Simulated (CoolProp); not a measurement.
Fluorine at several states: density (kg/m³) from the reference equation and from simpler models built on Tc = -128.7 °C, pc = 5240 kPa, ω = 0.045; each cubic takes its own stable root.

The numbers come from the reference Helmholtz-energy equation of state, de Reuck 1990 in CoolProp.

```json
[
 {"T (°C)": "-48.55", "p (kPa)": "12600", "phase": "supercritical", "reference": "(withheld)", "van der Waals": "323.1", "Soave-Redlich-Kwong": "296.1", "Peng-Robinson": "310.0"},
 {"T (°C)": "-111.55", "p (kPa)": "6290", "phase": "supercritical", "reference": "(withheld)", "van der Waals": "(withheld)", "Soave-Redlich-Kwong": "273.8", "Peng-Robinson": "(withheld)"},
 {"T (°C)": "-40.15", "p (kPa)": "10.2", "phase": "gas", "reference": "0.2001", "van der Waals": "0.2001", "Soave-Redlich-Kwong": "0.2001", "Peng-Robinson": "0.2001"},
 {"T (°C)": "-94.15", "p (kPa)": "21.6", "phase": "gas", "reference": "0.5518", "van der Waals": "0.5519", "Soave-Redlich-Kwong": "0.5519", "Peng-Robinson": "0.5519"}
]
```

**Question.** Complete the blanks.

**Answer.** 
- -48.55, reference: 301.5
- -111.55, reference: 274.9
- -111.55, van der Waals: 283.7
- -111.55, Peng-Robinson: 287.7
